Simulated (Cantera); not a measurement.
An isothermal, constant-pressure homogeneous reactor starts with C₂H₆ : N₂ = 1 : 130 (molar parts), at 1925 K and 10.5 Torr. Integrator tolerance rtol = 1e-08.

Model: GRI-Mech 3.0 (53 species, 325 reactions), integrated in Cantera. GRI-Mech 3.0 stops at C3 and has no aromatics, soot or wall deposition, so with more carbon than oxygen in the feed, carbon stays in small species such as C2H2 where larger ones or solid carbon would form. Radical loss at walls, strong at low pressure, is not modelled.

Q: What does this change do: temperature 1925 to 1325 K?

A: 
```tsv
quantity	before	after
x(C₂H₆) at 20.0 s	<1e-12 (gas-phase equilibrium <1e-12)	9.01e-8 (gas-phase equilibrium 3.58e-12)
x(HCN) at 20.0 s	0.000255 (gas-phase equilibrium 0.0141)	3.73e-7 (gas-phase equilibrium 0.0130)
x(C₂H₂) at 20.0 s	0.00738 (gas-phase equilibrium 0.000468)	0.00677 (gas-phase equilibrium 0.00101)
x(C₂H₄) at 20.0 s	1.56e-8 (gas-phase equilibrium 9.87e-10)	2.89e-5 (gas-phase equilibrium 4.35e-7)
x(CH₄) at 20.0 s	9.63e-9 (gas-phase equilibrium 1.29e-8)	0.00146 (gas-phase equilibrium 5.89e-6)
```

Q: What does this change do: N2 130 to 1100 parts?

A: 
```tsv
quantity	before	after
x(C₂H₆) at 20.0 s	<1e-12 (gas-phase equilibrium <1e-12)	<1e-12 (gas-phase equilibrium <1e-12)
x(HCN) at 20.0 s	0.000255 (gas-phase equilibrium 0.0141)	0.000158 (gas-phase equilibrium 0.00179)
x(C₂H₂) at 20.0 s	0.00738 (gas-phase equilibrium 0.000468)	0.000826 (gas-phase equilibrium 7.38e-6)
x(C₂H₄) at 20.0 s	1.56e-8 (gas-phase equilibrium 9.87e-10)	2.05e-10 (gas-phase equilibrium 1.77e-12)
x(CH₄) at 20.0 s	9.63e-9 (gas-phase equilibrium 1.29e-8)	9.37e-10 (gas-phase equilibrium 6.19e-11)
```
